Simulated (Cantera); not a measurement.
Equilibrium for carbon deposition, reforming and gasification: C3H8 + CO2

Input: 1 mol C3H8, 5.3 mol CO2, held at 9.75 Torr.

Method: chemical equilibrium by Gibbs-energy minimisation in Cantera with the NASA 1993 tables (ideal gas, pure condensed phases). Candidate condensed phases: C, C6H6, C7H8, C8H18, H2O; 110 gas species. Equilibrium is a limit: real reactors are often held back by kinetics, nucleation or transport.

From 1225 K to 2825 K nothing is condensed. The main C-bearing gas is CO throughout.

```csv
T (K),x CO,x H2,x H,x H2O,x CO2,x O,x OH
1225,0.562,0.251,1.37e-6,0.0741,0.113,<1e-12,3.68e-9
1425,0.578,0.235,2.90e-5,0.0899,0.0971,2.69e-11,2.43e-7
1625,0.589,0.224,0.000293,0.101,0.0857,6.00e-9,5.58e-6
1825,0.597,0.215,0.00179,0.109,0.0775,4.08e-7,6.37e-5
2025,0.601,0.206,0.00765,0.114,0.0715,1.20e-5,0.000445
2225,0.599,0.192,0.0249,0.115,0.0669,0.000194,0.00216
2425,0.587,0.169,0.0646,0.107,0.0620,0.00197,0.00774
2625,0.561,0.136,0.137,0.0806,0.0509,0.0126,0.0193
2825,0.521,0.0940,0.240,0.0374,0.0295,0.0440,0.0275
```
x: gas mole fraction; nothing condenses.
